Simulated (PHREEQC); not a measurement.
## Acid mine or pickling water: an equilibrium model

A made-up water analysis in mg/L, 25 °C, pH 2.7, pe 11.3: Na 304; K 40.9; Ca 258; Mg 0.0543; Cl 79; S(6) as SO4 1360; Br 0.555; Cu(2) 0.189; Zn 2.29; Li 0.588.

Valence states are taken as typed.

Equilibrium calculation in PHREEQC: ion-association model, phreeqc.dat.

Each row changes one thing in this solution. This is a speciation only: nothing precipitates in the calculation.

| case | ionic strength (mol/kgw) | SO4-2 (mol/kgw) | HSO4- (mol/kgw) | KSO4- (mol/kgw) | CaHSO4+ (mol/kgw) | LiSO4- (mol/kgw) | SI of Gypsum (CaSO4:2H2O) | SI of Halite (NaCl) |
|---|---|---|---|---|---|---|---|---|
| as made | 0.0401 | 0.0106 | 0.00120 | 3.62e-5 | 3.19e-5 | 1.89e-6 | -0.36 | -6.27 |
| temperature from 25 to 85 °C at the same typed pH | [?] | 0.00774 | [?] | [?] | [?] | 1.32e-6 | -0.36 | -6.32 |
| Mg from 0.0543 to 0.0272 mg/L | 0.0401 | 0.0106 | 0.00120 | 3.62e-5 | 3.19e-5 | 1.89e-6 | -0.36 | -6.27 |

Q: Some entries are withheld; supply them.

A: 
- temperature from 25 to 85 °C at the same typed pH, ionic strength (mol/kgw): 0.0359
- temperature from 25 to 85 °C at the same typed pH, HSO4- (mol/kgw): 0.00402
- temperature from 25 to 85 °C at the same typed pH, KSO4- (mol/kgw): 5.87e-5
- temperature from 25 to 85 °C at the same typed pH, CaHSO4+ (mol/kgw): 0.000101

Constants without temperature data keep their 25 °C values here.
